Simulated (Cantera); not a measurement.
# Fluorocarbon and chlorocarbon gases: c-C4F8 + H2

Feed: 1 mol c-C4F8, 0.36 mol H2, held at 0.0975 Torr.

These are equilibrium values from Cantera (NASA tables, ideal gas, pure condensed phases), not measurements of a reactor. Candidate condensed phases: C, C6H6, C7H8, C8H18; 110 gas species. Ions and electrons are included (thermal ionisation). The feed counts by its element totals alone. The numbers say what is thermodynamically allowed, not how fast it happens.

At 2500 K the condensed part is C(graphite). From 3000 K to 5000 K nothing is condensed. The main C-bearing gas is CF at 2500 K and C at 5000 K.

| T (K) | log p F | log p C | log p HF | log p C3 | log p H | log p CF | log p C2 | log p CF2 | n C(graphite) |
|---|---|---|---|---|---|---|---|---|---|
| 2500 | -3.95 | -6.78 | -4.93 | -6.30 | -6.86 | -5.44 | -7.34 | -5.84 | 3.58 |
| 3000 | -4.04 | -4.82 | -5.48 | -5.08 | -5.26 | -5.50 | -5.55 | -7.82 | 0 |
| 3500 | -4.09 | -4.40 | -6.89 | -7.16 | -5.14 | -6.52 | -6.24 | -10.19 | 0 |
| 4000 | -4.09 | -4.39 | -8.01 | -9.63 | -5.13 | -7.55 | -7.35 | -12.20 | 0 |
| 4500 | -4.09 | -4.39 | -8.88 | -11.57 | -5.13 | -8.37 | -8.24 | -13.78 | 0 |
| 5000 | -4.09 | -4.39 | -9.58 | -13.15 | -5.13 | -9.03 | -8.96 | -15.04 | 0 |
log p: log10 of the partial pressure in bar; n: condensed amount in mol.
